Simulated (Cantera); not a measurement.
An adiabatic, constant-pressure homogeneous reactor starts with CH₃OH : O₂ : N₂ = 1 : 0.833 : 7.92 (molar parts), equivalence ratio 1.8, at 1225 K and 8.70 bar. Integrator tolerance rtol = 1e-08.

Computed with Cantera and GRI-Mech 3.0 (53 species, 325 reactions). GRI-Mech 3.0 was tuned for natural gas; its chemistry of methanol as a main component is partial and can be far from experiment.

```json
[
 {"quantity": "time of steepest temperature rise", "before": "1.21 ms", "after": "1.46 ms"},
 {"quantity": "temperature at 0.700 s", "before": "2010 K", "after": "2157 K"},
 {"quantity": "equilibrium temperature", "before": "2010 K", "after": "2157 K"},
 {"quantity": "x(CH₃OH) at 0.700 s", "before": "<1e-12 (gas-phase equilibrium <1e-12)", "after": "<1e-12 (gas-phase equilibrium <1e-12)"},
 {"quantity": "x(O₂) at 0.700 s", "before": "4.94e-8 (gas-phase equilibrium 4.94e-8)", "after": "0.00651 (gas-phase equilibrium 0.00650)"},
 {"quantity": "x(H) at 0.700 s", "before": "0.000144 (gas-phase equilibrium 0.000144)", "after": "2.95e-5 (gas-phase equilibrium 2.95e-5)"},
 {"quantity": "x(NO₂) at 0.700 s", "before": "8.91e-12 (gas-phase equilibrium 8.91e-12)", "after": "1.45e-6 (gas-phase equilibrium 1.45e-6)"},
 {"quantity": "x(O) at 0.700 s", "before": "5.47e-8 (gas-phase equilibrium 5.47e-8)", "after": "5.61e-5 (gas-phase equilibrium 5.61e-5)"},
 {"quantity": "x(CH₂O) at 0.700 s", "before": "1.32e-8 (gas-phase equilibrium 1.32e-8)", "after": "1.34e-12 (gas-phase equilibrium 1.34e-12)"},
 {"quantity": "x(N₂O) at 0.700 s", "before": "5.85e-10 (gas-phase equilibrium 5.85e-10)", "after": "3.49e-7 (gas-phase equilibrium 3.49e-7)"}
]
```

Task: Which change was made?
A. CH3OH 1 to 0.51 parts
B. O2 0.833 to 2 parts
C. constant volume in place of constant pressure
D. pressure from 8.70 bar to 5.00 bar

Result: A, CH3OH 1 to 0.51 parts
